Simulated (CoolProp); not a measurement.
Vapour-liquid equilibrium of R22 (1) + n-pentane (2) at 332.6 K; x and y are mole fractions of (1).

Values from CoolProp's multi-fluid Helmholtz-energy mixture model, Kamei 1995 and Thol 2019; pair parameters Bell 2016.

Q: Give the bubble pressure and the first vapour's composition at x = 0.05, 0.2, 0.95. Is there an azeotrope?

A: x = 0.05: 0.3678 MPa, y = 0.426; x = 0.2: 0.7971 MPa, y = 0.744; x = 0.95: 2.278 MPa, y = 0.983. No azeotrope shows between x = 0.05 and 0.95.

The pair parameters rest on a limited set of measurements; away from them the model extrapolates. The gap from Raoult's law changes sign with composition, which may be real or a fault of the pair parameters; it wasn't checked against measurements.
